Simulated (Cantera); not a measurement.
Feed: 1 mol Mg(OH)₂, 0.36 mol H₂, 5.9 mol H₂O, held at 13.3 mbar.

Method: chemical equilibrium by Gibbs-energy minimisation in Cantera with the NASA 1993 tables (ideal gas, pure condensed phases). Candidate condensed phases: H₂O, Mg, MgO, Mg(OH)₂; 15 gas species. Equilibrium is a limit: real reactors are often held back by kinetics, nucleation or transport.

x: gas mole fraction; n: condensed amount in mol.

```csv
T (K),x H₂O,x H₂,x OH,x H,x O₂,x O,n MgO(s)
1548,0.950,0.0496,3.80e-5,___,3.42e-7,3.87e-8,1.000
1598,0.950,0.0496,7.66e-5,___,1.16e-6,1.32e-7,1.000
1648,0.950,0.0496,0.000148,___,3.63e-6,4.18e-7,1.000
1698,0.950,0.0496,0.000275,___,1.07e-5,1.24e-6,1.000
1748,0.949,0.0496,0.000492,___,2.93e-5,3.44e-6,1.000
1798,0.949,0.0498,0.000852,___,7.61e-5,9.02e-6,1.000
1848,0.947,0.0501,0.00143,___,0.000186,2.24e-5,1.000
1898,0.945,0.0508,0.00232,___,0.000426,5.25e-5,1.000
1948,0.941,0.0520,0.00365,___,0.000912,0.000116,1.000
1998,0.935,0.0542,0.00555,___,0.00180,0.000242,0.999
```

Q: Complete the blanks.

A: 
- 1548, x H: 5.94e-5
- 1598, x H: 0.000103
- 1648, x H: 0.000172
- 1698, x H: 0.000279
- 1748, x H: 0.000441
- 1798, x H: 0.000680
- 1848, x H: 0.00103
- 1898, x H: 0.00153
- 1948, x H: 0.00223
- 1998, x H: 0.00323
